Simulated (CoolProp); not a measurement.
Properties of carbon monoxide along the isotherm 73.2 K (Tc = 132.9 K, pc = 3.498 MPa, ω = 0.050).

Model: reference Helmholtz-energy equation of state, Lemmon 2006, in CoolProp. It is a short technical equation, of lower accuracy than the large ones.

```csv
p (MPa),phase,density (kg/m³),cv (kJ/(kg K)),speed of sound (m/s),expansivity (1/kK)
0.0277,gas,1.294,0.7562,172.8,14.32
0.0492,liquid,829.0,1.211,949.7,4.992
0.0875,liquid,829.1,1.211,950.0,4.989
0.156,liquid,829.2,1.212,950.5,4.983
0.277,liquid,829.5,1.212,951.4,4.974
0.492,liquid,829.9,1.212,953.0,4.958
0.875,liquid,830.6,1.213,955.9,4.930
1.56,liquid,831.9,1.215,960.9,4.880
2.77,liquid,834.2,1.217,969.6,4.796
4.92,liquid,838.1,1.221,984.6,4.657
8.75,liquid,844.7,1.229,1010,4.437
```
